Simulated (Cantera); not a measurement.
A closed system holds: 1 mol (CH₃)₂SiCl₂, 0.015 mol C₃H₈, 490 mol H₂, held at 13.5 Torr.

Equilibrium computed with Cantera from the NASA thermochemical tables; the gas is ideal and each condensed phase is pure. Candidate condensed phases: C, C₆H₆, C₇H₈, C₈H₁₈, Si, SiC; 109 gas species. The feed counts by its element totals alone. Rates play no part.

Task: At 2525 K, list the 4 most abundant gas species with their mole fractions, and the condensed phases.

Result: H₂ 0.805, H 0.188, HCl 0.00314, C₂H₂ (acetylene) 0.00174. Condensed: gas only.
